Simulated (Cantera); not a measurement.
Charge: 1 mol CH3Cl, 0.01 mol CH4, 5.7 mol H2.

Method: chemical equilibrium by Gibbs-energy minimisation in Cantera with the NASA 1993 tables (ideal gas, pure condensed phases). Candidate condensed phases: C, C6H6, C7H8, C8H18; 91 gas species. Kinetics and transport are ignored.

**Question.** What condenses at these points (T in K, P in Pa): (2525, 100000); (2775, 46); (2725, 46); (2475, 320); (2475, 1)?

**Answer.** 
```csv
T (K),P in Pa,condensed phases,C condensed (%)
2525,100000,C,84.1
2775,46,gas only,0.0
2725,46,gas only,0.0
2475,320,C,88.8
2475,1,gas only,0.0
```
